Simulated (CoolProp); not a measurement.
Vapour-liquid equilibrium of m-xylene (1) + n-decane (2) at 1.29 MPa; x and y are mole fractions of (1).

Model: multi-fluid Helmholtz-energy mixture model, Zhou 2012 and Lemmon 2006; pair parameters Bell 2016, in CoolProp.

```
x     bubble temperature, mixture model (K)  bubble temperature, Raoult's law (K)  y, mixture model  y, Raoult's law
----  -------------------------------------  ------------------------------------  ----------------  ---------------
0.05                                  580.0                                 579.8                 …            0.086
0.15                                      …                                 574.6             0.197            0.241
0.25                                  570.6                                 569.8                 …            0.377
0.35                                  566.2                                 565.2             0.434            0.496
0.45                                  561.9                                 560.9             0.541            0.601
0.55                                  557.7                                 556.8             0.641            0.693
0.65                                  553.7                                 552.9                 …            0.776
0.75                                  549.9                                 549.2             0.818            0.849
0.85                                  546.1                                 545.6             0.896            0.914
0.95                                  542.5                                 542.3             0.967            0.973
```

**Question.** What belongs in the gaps?

**Answer.** 
- 0.05, y, mixture model: 0.067
- 0.15, bubble temperature, mixture model (K): 575.2
- 0.25, y, mixture model: 0.320
- 0.65, y, mixture model: 0.733

The largest gap from Raoult's law is +1.0 K in bubble temperature, at x = 0.45. No azeotrope shows between x = 0.05 and 0.95.

The pair parameters rest on a limited set of measurements; away from them the model extrapolates.
